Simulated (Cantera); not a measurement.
A Cantera script and what it prints.

```python
import numpy as np
import cantera as ct

gas_names = [...]  # 110 gases of nasa_gas.yaml made of C, H, O
cond_names = """
    C(gr) C6H6(L) C7H8(L) C8H18(L),n-octa H2O(s) H2O(L)
""".split()


# ... load() reads the species with a 1 bar reference pressure and builds the phases ...
atoms = {
    'C6H6': {'C': 6, 'H': 6},
    'O2': {'O': 2},
}
top_T = {'C(gr)': 4500}  # K; cautious upper limits of use, not melting points


# ... equilibrate(T, P, feed) seeds the gas with the atoms and calls Mixture.equilibrate('TP', solver="vcs", rtol=1e-11, max_steps=5000) ...
results = []
feed = {'C6H6': 1, 'O2': 0.12}  # mol
T = 2573.15  # K
P = 97  # Pa
mix = equilibrate(T, P, feed)
results.append((T, P, feed, dict(zip(mix.species_names, mix.species_moles))))
print(gas.report(threshold=0.001))
for i in range(1, mix.n_phases):
    print(f"{mix.phase(i).name:16s} {mix.phase_moles(i):12.5e} mol")
```

Result:

```
       temperature   2573.2 K
          pressure   97 Pa
           density   1.315e-05 kg/m^3
  mean mol. weight   2.9004 kg/kmol
   phase of matter   gas

                          1 kg             1 kmol
                     ---------------   ---------------
          enthalpy        6.5933e+07        1.9124e+08  J
   internal energy        5.8557e+07        1.6984e+08  J
           entropy             83842        2.4318e+05  J/K
    Gibbs function       -1.4981e+08        -4.345e+08  J
 heat capacity c_p            9250.3             26830  J/K
 heat capacity c_v            6383.6             18515  J/K

                      mass frac. Y      mole frac. X     chem. pot. / RT
                     ---------------   ---------------   ---------------
                CO           0.49072          0.050814           -43.675
    C2H2,acetylene          0.041741         0.0046497           -35.055
                C3          0.019216         0.0015468            -9.991
                 H           0.21649           0.62295           -14.197
                H2           0.22147           0.31863           -28.394
     [ +105 minor]          0.010363           0.00141

C(gr)             5.68267e+00 mol
```

Method: chemical equilibrium by Gibbs-energy minimisation in Cantera with the NASA 1993 tables (ideal gas, pure condensed phases).
